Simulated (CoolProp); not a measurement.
Vapour-liquid equilibrium of R134a (1) + R152A (2) at 184.5 K; x and y are mole fractions of (1).

Computed with CoolProp (multi-fluid Helmholtz-energy mixture model, Tillner-Roth 1994 and Outcalt 1996; pair parameters Lemmon 2004).

Give the bubble pressure and the first vapour's composition at x = 0.125, 0.5, 0.875. Is there an azeotrope?

x = 0.125: 1.635 kPa, y = 0.085; x = 0.5: 1.501 kPa, y = 0.505; x = 0.875: 1.644 kPa, y = 0.913. y crosses x between x = 0.425 and 0.5: the model has an azeotrope there.

The pair parameters rest on a limited set of measurements; away from them the model extrapolates.
